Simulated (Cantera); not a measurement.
A perfectly stirred reactor is fed with 9.83 % CH4, 10.8 % H2, 15.6 % O2, 58.9 % N2, 4.82 % H2O, equivalence ratio 1.6, at 55000 Pa; it is adiabatic with a 400 K inlet, and is followed from long to short residence time, starting on the burning branch (τ in s: 0.027, 0.015, 0.0085, 0.0048, 0.0027, 0.0015, 0.00084, 0.00047, 0.00026, 0.00015, 8.3e-05, 4.6e-05).

Computed with Cantera and GRI-Mech 3.0 (53 species, 325 reactions).

One state of this run: T (K) = 1854; x CH4 = 0.00313; x H2 = 0.104; x O2 = 0.00478; x HO2 = 1.79e-6; x C2H2 = 0.00138. x: mole fraction; the columns are a selection and need not sum to one.

Question: Which value of τ (s) does it belong to?
A. 0.0015
B. 0.015
C. 0.00084
D. 8.3e-5

Answer: A, 0.0015
